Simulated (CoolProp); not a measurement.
Properties of fluorine along the isobar 20 MPa.

Model: reference Helmholtz-energy equation of state, de Reuck 1990, in CoolProp.

| T (K) | phase | cp (kJ/(kg K)) | speed of sound (m/s) |
|---|---|---|---|
| 127.5 | liquid | 1.532 | 631.9 |
| 139 | liquid | 1.583 | 553.0 |
| 150.5 | supercritical | 1.657 | 477.3 |
| 162 | supercritical | 1.749 | 410.4 |
| 173.5 | supercritical | 1.827 | 358.4 |
| 185 | supercritical | 1.818 | 324.6 |
| 196.5 | supercritical | 1.697 | 307.1 |
| 208 | supercritical | 1.547 | 300.3 |
| 219.5 | supercritical | 1.419 | 299.2 |
| 231 | supercritical | 1.319 | 301.2 |
| 242.5 | supercritical | 1.239 | 305.0 |
| 254 | supercritical | 1.175 | 309.7 |
| 265.5 | supercritical | 1.123 | 315.0 |
| 277 | supercritical | 1.082 | 320.5 |
| 288.5 | supercritical | 1.049 | 326.1 |
| 300 | supercritical | 1.022 | 331.7 |
